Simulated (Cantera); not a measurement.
Feed: 1 mol CaO, 2.2 mol NF₃, 37 mol H₂, at 1627 °C and 0.180 bar.

Method: chemical equilibrium by Gibbs-energy minimisation in Cantera with the NASA 1993 tables (ideal gas, pure condensed phases). Candidate condensed phases: Ca, CaF₂, CaO, Ca(OH)₂, H₂O; 47 gas species. The numbers say what is thermodynamically allowed, not how fast it happens.

Base state: H₂ 0.827, HF 0.113, N₂ 0.0270, H₂O 0.0246, CaF₂ 0.00657, H 0.00170, CaF 4.12e-5 (mole fractions); condensed: CaF₂(l).

Question: What changes in the equilibrium state with this change: pressure from 0.180 bar to 0.0100 bar?

Answer: 
```tsv
species	before	after
H₂	0.827	0.807
HF	0.113	0.111
N₂	0.0270	0.0265
CaF₂	0.00657	0.0234
H	0.00170	0.00713
H₂O	0.0246	0.0240
Ca	5.67e-7	3.65e-5
CaF	4.12e-5	0.000624
OH	4.15e-6	1.74e-5
CaF₂(l), mol	0.731	0
```
